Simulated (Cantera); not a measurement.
A closed system holds: 1 mol PbO, 2.7 mol H₂, at 1350 K and 0.000190 bar.

Equilibrium computed with Cantera from the NASA thermochemical tables; the gas is ideal and each condensed phase is pure. Candidate condensed phases: H₂O, Pb, PbO, PbO₂, Pb₃O₄; 12 gas species. Equilibrium is a limit: real reactors are often held back by kinetics, nucleation or transport.

Base state: H₂ 0.459, H₂O 0.270, Pb 0.270, H 0.000117, PbO 2.02e-5 (mole fractions); condensed: gas only.

Q: What changes in the equilibrium state with this change: 0.78 mol CH₄ added?

A: 
```csv
species,before,after
H₂,0.459,0.672
Pb,0.270,0.166
CO,0,0.126
H₂O,0.270,0.0332
CO₂,0,0.00317
PbO,2.02e-5,1.04e-6
H,0.000117,0.000142
```
Further candidate phases: C, C₆H₆, C₇H₈, C₈H₁₈.
